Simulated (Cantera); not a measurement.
Boron, boron nitride and boron oxide: B2O3 + O2 + N2

Input: 1 mol B2O3, 6 mol O2, 1.6 mol N2, at 12.0 Pa.

Cantera equilibrium calculation (NASA polynomials, part measured and part estimated; ideal gas, pure solids and liquids). Candidate condensed phases: B, BN, B2O3; 17 gas species. Kinetics and transport are ignored.

From 602 °C to 1202 °C the condensed part is B2O3(l). From 1302 °C to 1902 °C nothing is condensed.

| T (°C) | log p O2 | log p N2 | log p O | log p BO2 | log p B2O3 | log p BO | n B2O3(l) |
|---|---|---|---|---|---|---|---|
| 602 | -4.02 | -4.60 | -13.70 | -14.23 | -14.46 | <-15 | 1.00 |
| 702 | -4.02 | -4.60 | -12.15 | -12.18 | -12.01 | <-15 | 1.00 |
| 802 | -4.02 | -4.60 | -10.89 | -10.52 | -10.03 | <-15 | 1.000 |
| 902 | -4.02 | -4.60 | -9.85 | -9.14 | -8.40 | <-15 | 1.000 |
| 1002 | -4.02 | -4.60 | -8.96 | -7.99 | -7.04 | -13.80 | 0.994 |
| 1102 | -4.03 | -4.60 | -8.21 | -7.01 | -5.88 | -11.99 | 0.913 |
| 1202 | -4.08 | -4.65 | -7.58 | -6.17 | -4.89 | -10.42 | 0.0571 |
| 1302 | -4.08 | -4.65 | -7.01 | -5.86 | -4.88 | -9.48 | 0 |
| 1402 | -4.08 | -4.66 | -6.51 | -5.61 | -4.90 | -8.67 | 0 |
| 1502 | -4.09 | -4.66 | -6.06 | -5.38 | -4.93 | -7.96 | 0 |
| 1602 | -4.10 | -4.67 | -5.67 | -5.20 | -4.98 | -7.34 | 0 |
| 1702 | -4.12 | -4.68 | -5.32 | -5.05 | -5.05 | -6.79 | 0 |
| 1802 | -4.16 | -4.69 | -5.01 | -4.94 | -5.16 | -6.31 | 0 |
| 1902 | -4.21 | -4.71 | -4.74 | -4.87 | -5.30 | -5.90 | 0 |
log p: log10 of the partial pressure in bar; n: condensed amount in mol.
